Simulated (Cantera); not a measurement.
# Ammonia decomposition in nitride growth gas

A perfectly stirred reactor is fed with NH₃ : H₂ = 1 : 5.9 (molar parts), at 27000 Pa; it is held at 1850 K, and followed from long to short residence time.

Model: the gas-phase N/H chemistry of the illustrative SiF4/NH3 mechanism in the Surface Chemkin manual (1991), integrated in Cantera. Walls and surfaces, which speed up NH3 decomposition in real reactors, are not modelled.

| τ (s) | x NH₃ | x H₂ | x N | x NH₂ | x NH | x N₂ | x H |
|---|---|---|---|---|---|---|---|
| 13 | 0.0145 | 0.928 | 1.45e-7 | 3.12e-5 | 1.06e-6 | 0.0569 | 0.000729 |
| 4.6 | 0.0304 | 0.919 | 1.68e-7 | 5.37e-5 | 1.50e-6 | 0.0500 | 0.000594 |
| 1.6 | 0.0587 | 0.903 | 1.80e-7 | 8.57e-5 | 1.97e-6 | 0.0376 | 0.000481 |
| 0.57 | 0.0931 | 0.884 | 1.85e-7 | 0.000118 | 2.34e-6 | 0.0226 | 0.000408 |
| 0.20 | 0.121 | 0.868 | 1.84e-7 | 0.000140 | 2.54e-6 | 0.0105 | 0.000368 |
| 0.069 | 0.136 | 0.860 | 1.78e-7 | 0.000150 | 2.59e-6 | 0.00400 | 0.000347 |
| 0.024 | 0.142 | 0.856 | 1.60e-7 | 0.000149 | 2.45e-6 | 0.00133 | 0.000329 |
| 0.0084 | 0.144 | 0.855 | 1.18e-7 | 0.000136 | 2.00e-6 | 0.000359 | 0.000294 |
| 0.0029 | 0.145 | 0.855 | 4.43e-8 | 9.81e-5 | 1.04e-6 | 5.29e-5 | 0.000212 |
x: mole fraction; the columns are a selection and need not sum to one.
